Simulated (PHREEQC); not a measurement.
Make-up at 54 °C: 120 mmol/kgw H3PO4. Closed to the air; pH follows from the charge balance.

Computed with PHREEQC (ion-association model, phreeqc.dat).

Each row changes one thing in this solution. Precipitation was switched off in this run.

```json
[
 {"case": "as made", "pH": "1.66", "ionic strength (mol/kgw)": "0.0251", "H3PO4 (mol/kgw)": "0.0949", "H2PO4- (mol/kgw)": "0.0251", "HPO4-2 (mol/kgw)": "1.32e-7"},
 {"case": "H3PO4 from 0.12 to 0.108 mol/kgw", "pH": "1.68", "ionic strength (mol/kgw)": "0.0236", "H3PO4 (mol/kgw)": "0.0844", "H2PO4- (mol/kgw)": "0.0236", "HPO4-2 (mol/kgw)": "1.30e-7"},
 {"case": "H3PO4 from 0.12 to 0.132 mol/kgw", "pH": "1.64", "ionic strength (mol/kgw)": "0.0265", "H3PO4 (mol/kgw)": "0.105", "H2PO4- (mol/kgw)": "0.0265", "HPO4-2 (mol/kgw)": "1.33e-7"},
 {"case": "H3PO4 from 0.12 to 0.18 mol/kgw", "pH": "1.56", "ionic strength (mol/kgw)": "0.0318", "H3PO4 (mol/kgw)": "0.148", "H2PO4- (mol/kgw)": "0.0318", "HPO4-2 (mol/kgw)": "1.39e-7"},
 {"case": "diluted 10-fold with water", "pH": "2.26", "ionic strength (mol/kgw)": "0.00594", "H3PO4 (mol/kgw)": "0.00606", "H2PO4- (mol/kgw)": "0.00594", "HPO4-2 (mol/kgw)": "1.00e-7"},
 {"case": "H3PO4 replaced by NaH2PO4 at the same molality", "pH": "4.48", "ionic strength (mol/kgw)": "0.121", "H3PO4 (mol/kgw)": "[?]", "H2PO4- (mol/kgw)": "0.119", "HPO4-2 (mol/kgw)": "[?]"},
 {"case": "H3PO4 from 0.12 to 0.012 mol/kgw", "pH": "2.26", "ionic strength (mol/kgw)": "0.00594", "H3PO4 (mol/kgw)": "0.00606", "H2PO4- (mol/kgw)": "0.00594", "HPO4-2 (mol/kgw)": "1.00e-7"},
 {"case": "H3PO4 from 0.12 to 0.024 mol/kgw", "pH": "2.07", "ionic strength (mol/kgw)": "0.00939", "H3PO4 (mol/kgw)": "[?]", "H2PO4- (mol/kgw)": "0.00939", "HPO4-2 (mol/kgw)": "1.08e-7"}
]
```

**Question.** Fill in the missing entries.

**Answer.** 
- H3PO4 replaced by NaH2PO4 at the same molality, H3PO4 (mol/kgw): 0.000594
- H3PO4 replaced by NaH2PO4 at the same molality, HPO4-2 (mol/kgw): 0.000589
- H3PO4 from 0.12 to 0.024 mol/kgw, H3PO4 (mol/kgw): 0.0146

Constants without temperature data keep their 25 °C values here.
